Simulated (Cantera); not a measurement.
Charge: 1 mol SiCl4, 1.8 mol Cl2, 11 mol H2, at 1675 K and 9750 Torr.

Cantera equilibrium calculation (NASA polynomials, part measured and part estimated; ideal gas, pure solids and liquids). The tables' values for SiCl3 are old estimates; treat these amounts as uncertain. The numbers say what is thermodynamically allowed, not how fast it happens.

```
species    before    after
-------  --------  -------
H2          0.624    0.667
HCl         0.304    0.261
SiCl4      0.0344   0.0725
SiCl3      0.0130    <1e-9
SiCl2      0.0103    <1e-9
SiHCl3     0.0127  2.61e-6
SiH2Cl2  0.000812    <1e-9
H         2.54e-5    <1e-9
SiH3Cl    1.57e-5    <1e-9
```
Gas species are given as mole fractions.

Task: What was changed between the two runs?
A. H2 from 11 to 2.5 mol
B. temperature from 1675 K to 573 K
C. pressure from 9750 Torr to 2400 Torr
D. H2 from 11 to 2.7 mol

Result: B, temperature from 1675 K to 573 K
